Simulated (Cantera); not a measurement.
An adiabatic, constant-volume homogeneous reactor starts with CO : H₂ : O₂ : N₂ = 1 : 0.34 : 0.305 : 1.15 (molar parts), equivalence ratio 2.2, at 1250 K and 100000 Pa. Integrator tolerance rtol = 1e-08.

Cantera simulation using GRI-Mech 3.0 (53 species, 325 reactions); the numbers are that mechanism's predictions, not measurements.

Problem. What does this change do: CO 1 to 2.8 parts?

Solution. 
```
quantity                                                            before                                    after
---------------------------------  ---------------------------------------  ---------------------------------------
time of steepest temperature rise                                  52.1 µs                                  81.9 µs
temperature at 1.00 s                                               2872 K                                   2468 K
equilibrium temperature                                             2872 K                                   2468 K
x(CO) at 1.00 s                        0.273 (gas-phase equilibrium 0.273)      0.551 (gas-phase equilibrium 0.551)
x(H₂) at 1.00 s                      0.0293 (gas-phase equilibrium 0.0293)    0.0366 (gas-phase equilibrium 0.0366)
x(O₂) at 1.00 s                    0.00394 (gas-phase equilibrium 0.00394)  1.76e-5 (gas-phase equilibrium 1.76e-5)
x(N₂O) at 1.00 s                   2.59e-7 (gas-phase equilibrium 2.59e-7)  5.11e-9 (gas-phase equilibrium 5.11e-9)
x(O) at 1.00 s                     0.00313 (gas-phase equilibrium 0.00313)  3.84e-5 (gas-phase equilibrium 3.84e-5)
```
